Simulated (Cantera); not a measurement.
Input: 1 mol CaCO3, 0.29 mol CO2, 5.3 mol H2O, equilibrated at 698 K and 0.0170 bar.

Method: chemical equilibrium by Gibbs-energy minimisation in Cantera with the NASA 1993 tables (ideal gas, pure condensed phases). Candidate condensed phases: C, C6H6, C7H8, C8H18, Ca, CaCO3, CaO, Ca(OH)2, H2O; 115 gas species. Rates play no part.

Base state: H2O 0.948, CO2 0.0519 (mole fractions); condensed: CaCO3(calcite).

Problem. What changes in the equilibrium state with this change: temperature from 698 K to 1075 K?

Solution. 
```json
[
 {"species": "H2O", "before": "0.948", "after": "0.804"},
 {"species": "CO2", "before": "0.0519", "after": "0.196"},
 {"species": "CaCO3(calcite), mol", "before": "1.00", "after": "0"},
 {"species": "CaO(s), mol", "before": "0", "after": "1.00"}
]
```
